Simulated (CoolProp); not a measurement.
Model: reference Helmholtz-energy equation of state, Gao 2020, in CoolProp.

Problem. Give the vapour pressure (MPa), enthalpy of vaporisation (kJ/kg), vapour Z, surface tension (mN/m) of saturated ammonia at 339.3, 350.5, 395.3 K.

Solution. 
```tsv
T (K)	p (MPa)	enthalpy of vaporisation (kJ/kg)	vapour Z	surface tension (mN/m)
339.3	3.03	963	0.763	11.4
350.5	3.91	892	0.720	9.13
395.3	9.47	444	0.455	1.18
```

Surface tension comes from a separate correlation (Mulero 2012).
